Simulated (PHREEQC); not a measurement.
PHREEQC input (Pitzer model, pitzer.dat):

```
SOLUTION 1
  temp 25
  units mol/kgw
  pH 7 charge
  Cl 0.047
  K 0.047
  Br 0.46
  Mg 0.23
  S(6) 6.4e-05
  Ca 6.4e-05
END
USE solution 1
INCREMENTAL_REACTIONS false
REACTION 1
  H2O -1
  0 9.886 18.011 24.689 30.178 34.689 38.397 41.444
  43.949 46.007 47.699 49.089 moles
EQUILIBRIUM_PHASES 1
  Arcanite 0 0
  Bischofite 0 0
  Brucite 0 0
  Carnallite 0 0
  Epsomite 0 0
  Gypsum 0 0
  Anhydrite 0 0
  Hexahydrite 0 0
  Kainite 0 0
  Kieserite 0 0
  Leonite 0 0
  Misenite 0 0
  Polyhalite 0 0
  Portlandite 0 0
  Schoenite 0 0
  Sylvite 0 0
  Syngenite 0 0
  MgCl2_4H2O 0 0
SELECTED_OUTPUT 1
  -reset false
  -pH true
  -pe true
  -ionic_strength true
  -water true
  -activities H2O
  -totals Br Ca Cl K Mg S
  -molalities H+ K+ Mg+2 Ca+2 Cl- SO4-2 Br- OH- HSO4- MgOH+
  -equilibrium_phases Arcanite Bischofite Brucite Carnallite Epsomite Gypsum Anhydrite Hexahydrite Kainite Kieserite
    Leonite Misenite Polyhalite Portlandite Schoenite Sylvite Syngenite MgCl2_4H2O
PRINT
  -reset false
END
```

Selected output (columns that matter, 12 of 12 rows; water left (kg) added in front):

```
water left (kg)	pH	mu	Br	Ca	Cl	K	Mg	S	m_H+	m_K+	m_Mg+2	m_Ca+2	m_Cl-	la_H2O
1	6.3847	0.73726	0.46	6.4e-05	0.047	0.047	0.23	6.4e-05	4.771e-07	0.047	0.23	6.4e-05	0.047	-0.0055953
0.821894	6.3284	0.89702	0.55968	7.7869e-05	0.057185	0.057185	0.27984	7.7869e-05	5.2114e-07	0.057185	0.27984	7.7869e-05	0.057185	-0.0069189
0.675514	6.2651	1.0914	0.68096	9.4743e-05	0.069577	0.069577	0.34048	9.4743e-05	5.7103e-07	0.069577	0.34048	9.4743e-05	0.069577	-0.008594
0.555203	6.1932	1.3279	0.82853	0.00011527	0.084654	0.084654	0.41426	0.00011527	6.28e-07	0.084654	0.41426	0.00011527	0.084654	-0.010733
0.456313	6.1104	1.6157	1.0081	0.00014025	0.103	0.103	0.50404	0.00014025	6.9371e-07	0.103	0.50404	0.00014025	0.103	-0.013495
0.375043	6.0141	1.9658	1.2265	0.00017065	0.12532	0.12532	0.61326	0.00017065	7.7043e-07	0.12532	0.61326	0.00017065	0.12532	-0.017105
0.30824	5.9007	2.3918	1.4923	0.00020763	0.15248	0.15248	0.74617	0.00020763	8.6141e-07	0.15248	0.74617	0.00020763	0.15248	-0.02189
0.253345	5.7656	2.9101	1.8157	0.00025262	0.18552	0.18552	0.90785	0.00025262	9.7115e-07	0.18552	0.90785	0.00025262	0.18552	-0.028323
0.208215	5.603	3.5408	2.2093	0.00030737	0.22573	0.22573	1.1046	0.00030737	1.1061e-06	0.22573	1.1046	0.00030737	0.22573	-0.037107
0.171138	5.406	4.308	2.6879	0.00037397	0.27463	0.27463	1.3439	0.00037397	1.2752e-06	0.27463	1.3439	0.00037397	0.27463	-0.049264
0.140655	5.1656	5.2416	3.2704	0.00045501	0.33415	0.33415	1.6352	0.00045501	1.491e-06	0.33415	1.6352	0.00045501	0.33415	-0.066328
0.115613	4.8713	6.3769	3.9788	0.00055357	0.40653	0.40653	1.9894	0.00055357	1.7704e-06	0.40653	1.9894	0.00055357	0.40653	-0.090536
```
